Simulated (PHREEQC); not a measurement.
Solution (50 °C): 4 mmol/kgw TMAH. Closed to the air; pH follows from the charge balance.

Equilibrium calculation in PHREEQC: ion-association model, phreeqc.dat.

This is a speciation only: nothing precipitates in the calculation.

Q: Predict the pH.

A: pH 10.83.

(CH3)4N+ isn't in the database: it is added as a free cation with an ion size of 4 Å. Constants without temperature data keep their 25 °C values here.
